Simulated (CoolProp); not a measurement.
Values from CoolProp's reference Helmholtz-energy equation of state, Span 2003. It is a short technical equation, of lower accuracy than the large ones.

Task: Give the vapour pressure (bar), liquid cp (kJ/(kg K)), vapour Z, surface tension (mN/m) of saturated n-heptane at 410.6 K.

Result: 
```json
[
 {"T (K)": "410.6", "p (bar)": "2.81", "liquid cp (kJ/(kg K))": "2.76", "vapour Z": "0.892", "surface tension (mN/m)": "9.16"}
]
```

Surface tension comes from a separate correlation (Mulero 2012).
